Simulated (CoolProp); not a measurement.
Vapour-liquid equilibrium of n-heptane (1) + o-xylene (2) at 37.55 °C; x and y are mole fractions of (1).

Values from CoolProp's multi-fluid Helmholtz-energy mixture model, Span 2003 and Zhou 2012; pair parameters Bell 2016.

| x | bubble pressure, mixture model (kPa) | bubble pressure, Raoult's law (kPa) | y, mixture model | y, Raoult's law |
|---|---|---|---|---|
| 0.05 | 2.546 | 2.272 | 0.323 | 0.243 |
| 0.15 | 3.821 | 3.196 | 0.592 | 0.519 |
| 0.25 | 4.901 | 4.120 | 0.713 | 0.670 |
| 0.35 | 5.846 | 5.043 | 0.786 | 0.767 |
| 0.45 | 6.703 | 5.967 | 0.836 | 0.833 |
| 0.55 | 7.505 | 6.891 | 0.875 | 0.882 |
| 0.65 | 8.280 | 7.815 | 0.907 | 0.919 |
| 0.75 | 9.049 | 8.738 | 0.936 | 0.948 |
| 0.85 | 9.828 | 9.662 | 0.962 | 0.972 |
| 0.95 | 10.63 | 10.59 | 0.988 | 0.991 |

The largest gap from Raoult's law is +19.6 % in bubble pressure, at x = 0.15. No azeotrope shows between x = 0.05 and 0.95.

The pair parameters rest on a limited set of measurements; away from them the model extrapolates.
